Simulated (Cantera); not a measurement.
Adiabatic ignition

An adiabatic, constant-volume homogeneous reactor starts with 17.8 % CO, 21.4 % H2, 0.925 % CH4, 12.6 % O2, 47.3 % N2, equivalence ratio 1.7, at 1650 K and 0.370 bar.

Cantera simulation using GRI-Mech 3.0 (53 species, 325 reactions); the numbers are that mechanism's predictions, not measurements.

| t (s) | T (K) | P (bar) | x CO | x H2 | x CH4 | x NO2 | x HCO |
|---|---|---|---|---|---|---|---|
| 6.00e-6 | 1650 | 0.370 | 0.178 | 0.214 | 0.00925 | <1e-12 | 2.67e-10 |
| 1.70e-5 | 1651 | 0.370 | 0.178 | 0.212 | 0.00906 | <1e-12 | 6.11e-8 |
| 4.82e-5 | 2058 | 0.460 | 0.141 | 0.0602 | <1e-12 | 2.25e-10 | 4.42e-7 |
| 0.000136 | 2374 | 0.520 | 0.144 | 0.0642 | <1e-12 | 2.50e-9 | 3.41e-7 |
| 0.000387 | 2783 | 0.593 | 0.149 | 0.0640 | <1e-12 | 6.15e-8 | 2.69e-7 |
| 0.00110 | 2897 | 0.612 | 0.150 | 0.0640 | <1e-12 | 4.18e-7 | 2.90e-7 |
| 0.00310 | 2893 | 0.611 | 0.150 | 0.0647 | <1e-12 | 6.46e-7 | 2.89e-7 |
| 0.00879 | 2892 | 0.611 | 0.150 | 0.0647 | <1e-12 | 6.56e-7 | 2.89e-7 |
| 0.0249 | 2892 | 0.611 | 0.150 | 0.0647 | <1e-12 | 6.56e-7 | 2.89e-7 |
| 0.0706 | 2892 | 0.611 | 0.150 | 0.0647 | <1e-12 | 6.56e-7 | 2.89e-7 |
| 0.200 | 2892 | 0.611 | 0.150 | 0.0647 | <1e-12 | 6.56e-7 | 2.89e-7 |
x: mole fraction; the columns are a selection and need not sum to one.

| Property | Result |
|---|---|
| time of steepest temperature rise | 28.1 µs |
| temperature at 0.200 s | 2892 K |
| equilibrium temperature | 2892 K |
| x(CO) at 0.200 s | 0.150 (gas-phase equilibrium 0.150) |
| x(H2) at 0.200 s | 0.0647 (gas-phase equilibrium 0.0647) |
| x(CH4) at 0.200 s | <1e-12 (gas-phase equilibrium <1e-12) |
